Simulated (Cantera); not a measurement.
A Cantera script and what it prints.

```python
import numpy as np
import cantera as ct

gas_names = """
    B BH BH2 BH3 BN B2 H H2 N NH NH2 NH3 N2 N2H2 N2H4
""".split()
cond_names = """
    B(b) B(L) BN(s)
""".split()


# ... load() reads the species with a 1 bar reference pressure and builds the phases ...
atoms = {
    'borazine': {'B': 3, 'N': 3, 'H': 6},
    'H2': {'H': 2},
}
top_T = {'BN(s)': 3200}  # K; cautious upper limits of use, not melting points


# ... equilibrate(T, P, feed) seeds the gas with the atoms and calls Mixture.equilibrate('TP', solver="vcs", rtol=1e-11, max_steps=5000) ...
results = []
feed = {'borazine': 1, 'H2': 4.3}  # mol
P = 1400  # Pa
for T in [1575, 1675, 1775, 1875, 1975, 2075, 2175, 2275, 2375]:
    mix = equilibrate(T, P, feed)
    results.append((T, P, feed, dict(zip(mix.species_names, mix.species_moles))))

top = {s: max(r[3][s] / sum(r[3][g] for g in gas_names) for r in results) for s in gas_names}
cols = sorted((s for s in top if top[s] > 0.0001), key=lambda s: -top[s])[:8]
seen = [c for c in cond_names if any(r[3].get(c, 0) > 1e-12 for r in results)]
print("log10 of partial pressures in bar; condensed amounts in mol")
print(f"{'T/K':>10s}" + "".join(f"{s[:9]:>10s}" for s in cols + seen))
for T, P, feed, n in results:
    ng = sum(n[g] for g in gas_names)
    print(f"{T:10.4g}" + "".join(f"{np.log10(max(n[s] / ng * P / 1e5, 1e-99)):10.3f}" for s in cols)
          + "".join(f"{n.get(c, 0):10.4g}" for c in seen))
```

Result:

```
log10 of partial pressures in bar; condensed amounts in mol
       T/K        H2        N2         H       BH2         B        BH      B(b)      B(L)     BN(s)
      1575    -1.854    -7.024    -5.308    -6.744   -10.995   -10.703         0         0         3
      1675    -1.854    -6.446    -4.862    -6.158    -9.689    -9.638         0         0         3
      1775    -1.855    -5.574    -4.466    -5.819    -8.711    -8.874  0.001973         0     2.997
      1875    -1.857    -4.794    -4.112    -5.520    -7.840    -8.196   0.01521         0     2.983
      1975    -1.862    -4.093    -3.795    -5.254    -7.058    -7.589   0.08207         0     2.915
      2075    -1.875    -3.461    -3.512    -5.025    -6.353    -7.046    0.3689         0     2.626
      2175    -1.916    -2.887    -3.269    -4.845    -5.714    -6.568     1.514         0     1.476
      2275    -1.967    -2.636    -3.055    -4.697    -5.131    -6.141     2.981         0         0
      2375    -1.989    -2.646    -2.845    -4.547    -4.611    -5.750         0     2.963         0
```

Cantera equilibrium calculation (NASA polynomials, part measured and part estimated; ideal gas, pure solids and liquids). The feed counts by its element totals alone. Mutual solubility and eutectic melting of coexisting phases are not modelled. The tables' values for BH2 are old estimates; treat these amounts as uncertain.
